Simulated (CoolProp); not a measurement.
The numbers come from the reference Helmholtz-energy equation of state, McLinden 2015 in CoolProp.

### Question
Give the vapour pressure (kPa), liquid density (kg/m³), vapour density (kg/m³), enthalpy of vaporisation (kJ/kg) of saturated the fluoroketone C6F12O (FK-5-1-12) at 347.2, 352.9, 386.9 K.

### Answer
```json
[
 {"T (K)": "347.2", "p (kPa)": "224", "liquid density (kg/m³)": "1440", "vapour density (kg/m³)": "27.6", "enthalpy of vaporisation (kJ/kg)": "80.0"},
 {"T (K)": "352.9", "p (kPa)": "263", "liquid density (kg/m³)": "1420", "vapour density (kg/m³)": "32.5", "enthalpy of vaporisation (kJ/kg)": "78.0"},
 {"T (K)": "386.9", "p (kPa)": "619", "liquid density (kg/m³)": "1280", "vapour density (kg/m³)": "79.3", "enthalpy of vaporisation (kJ/kg)": "64.4"}
]
```
